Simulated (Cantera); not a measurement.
B + H2O + N2 (boron, boron nitride and boron oxide)

Feed: 1 mol B, 0.69 mol H2O, 0.31 mol N2, equilibrated at 2800 Pa.

Cantera equilibrium calculation (NASA polynomials, part measured and part estimated; ideal gas, pure solids and liquids). Candidate condensed phases: B, BN, B2O3, B3O3H3, H2O; 39 gas species. N2 is the only nitrogen source here; it is nearly inert below about 1500 K, so the nitride shown seldom forms there in practice. Mutual solubility and eutectic melting of coexisting phases are not modelled. The tables' values for BH2 are old estimates; treat these amounts as uncertain. The numbers say what is thermodynamically allowed, not how fast it happens.

```
T (K)  log p H2  log p N2  log p BO  log p HBO  log p B2O2  log p B2O3  log p H  log p HBO2  n BN(s)  n B2O3(l)  n B(l)
-----  --------  --------  --------  ---------  ----------  ----------  -------  ----------  -------  ---------  ------
750       -1.58     -2.82      <-13       <-13        <-13        <-13   -13.29       -9.92    0.541      0.230       0
900       -1.58     -2.82      <-13     -10.90        <-13        <-13   -10.72       -7.86    0.541      0.230       0
1050      -1.58     -2.82      <-13      -8.46        <-13      -10.49    -8.88       -6.42    0.541      0.230       0
1200      -1.58     -2.82    -10.93      -6.65      -10.41       -8.04    -7.49       -5.36    0.541      0.230       0
1350      -1.58     -2.82     -8.57      -5.25       -7.86       -6.15    -6.41       -4.56    0.541      0.229       0
1500      -1.58     -2.82     -6.69      -4.14       -5.84       -4.66    -5.54       -3.93    0.541      0.227       0
1650      -1.60     -2.82     -5.17      -3.25       -4.19       -3.46    -4.84       -3.43    0.537      0.208       0
1800      -1.75     -2.72     -3.92      -2.60       -2.86       -2.47    -4.32       -3.08    0.487     0.0250       0
1950      -1.82     -2.56     -3.24      -2.40       -2.50       -2.72    -3.85       -3.46    0.400          0       0
2100      -1.87     -2.48     -2.77      -2.33       -2.41       -3.29    -3.44       -4.04    0.335          0       0
2250      -1.91     -2.47     -2.45      -2.34       -2.49       -4.06    -3.08       -4.72    0.310          0       0
2400      -2.00     -2.25     -2.27      -2.48       -2.75       -4.65    -2.80       -5.17        0          0   0.299
```
log p: log10 of the partial pressure in bar; n: condensed amount in mol.

From 750 K to 1800 K the condensed part is BN(s) + B2O3(l). From 1950 K to 2250 K the condensed part is BN(s). At 2400 K the condensed part is B(l). The main B-bearing gas is (HBO2)3 at 750 K and BO at 2400 K.
